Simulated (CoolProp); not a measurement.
n-perfluorobutane along the isotherm 429.1 K: Z from the reference equation and from simpler models built on Tc = 386.3 K, pc = 23.22 bar, ω = 0.372; each cubic takes its own stable root.

The numbers come from the reference Helmholtz-energy equation of state, Gao 2022 in CoolProp.

| p (bar) | phase | reference | van der Waals | Redlich-Kwong | Soave-Redlich-Kwong | Peng-Robinson |
|---|---|---|---|---|---|---|
| 0.316 | gas | 0.9970 | 0.9969 | 0.9966 | 0.9969 | 0.9964 |
| 0.477 | gas | 0.9955 | 0.9953 | 0.9948 | 0.9953 | 0.9945 |
| 0.72 | gas | 0.9931 | 0.9928 | 0.9922 | 0.9928 | 0.9918 |
| 1.09 | gas | 0.9896 | 0.9891 | 0.9882 | 0.9891 | 0.9875 |
| 1.64 | gas | 0.9843 | 0.9836 | 0.9821 | 0.9836 | 0.9812 |
| 2.47 | gas | 0.9762 | 0.9751 | 0.9730 | 0.9752 | 0.9716 |
| 3.73 | gas | 0.9637 | 0.9621 | 0.9589 | 0.9623 | 0.9569 |
| 5.62 | gas | 0.9445 | 0.9419 | 0.9373 | 0.9427 | 0.9347 |
| 8.48 | gas | 0.9143 | 0.9101 | 0.9038 | 0.9124 | 0.9006 |
| 12.8 | gas | 0.8659 | 0.8583 | 0.8504 | 0.8649 | 0.8476 |
| 19.3 | gas | 0.7861 | 0.7689 | 0.7627 | 0.7891 | 0.7647 |
| 29.1 | supercritical | 0.6505 | 0.5853 | 0.6077 | 0.6653 | 0.6341 |
| 43.9 | supercritical | 0.4714 | 0.4566 | 0.4467 | 0.5220 | 0.4890 |
| 66.3 | supercritical | 0.4845 | 0.5729 | 0.5020 | 0.5437 | 0.4998 |
| 100 | supercritical | 0.6261 | 0.7735 | 0.6444 | 0.6752 | 0.6147 |
